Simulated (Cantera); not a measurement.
**Metals in furnace atmospheres: Pb + H2S + N2**

A closed system holds: 1 mol Pb, 0.031 mol H2S, 290 mol N2, held at 1548.15 K.

These are equilibrium values from Cantera (NASA tables, ideal gas, pure condensed phases), not measurements of a reactor. Candidate condensed phases: Pb, PbS, S; 18 gas species. The numbers say what is thermodynamically allowed, not how fast it happens.

```csv
P (Pa),x N2,x Pb,x PbS,x H2,x S,n Pb(l)
10,0.996,0.00341,2.77e-5,9.13e-5,3.31e-5,0
41,0.996,0.00338,5.18e-5,9.85e-5,1.52e-5,0
160,0.996,0.00336,7.75e-5,0.000102,5.86e-6,0
670,0.996,0.00334,9.60e-5,0.000104,1.74e-6,0
2700,0.996,0.00333,0.000103,0.000105,4.67e-7,0
11000,0.996,0.00333,0.000106,0.000106,1.17e-7,0
45000,0.996,0.00333,0.000106,0.000106,2.88e-8,0
180000,0.996,0.00333,0.000106,0.000106,7.22e-9,0
740000,0.996,0.00333,0.000106,0.000106,1.76e-9,0
3000000,0.999,0.00128,0.000107,0.000107,1.12e-9,0.596
```
x: gas mole fraction; n: condensed amount in mol.

From 10.0 Pa to 7.40 bar nothing is condensed. At 30.0 bar the condensed part is Pb(l). The main Pb-bearing gas is Pb throughout.
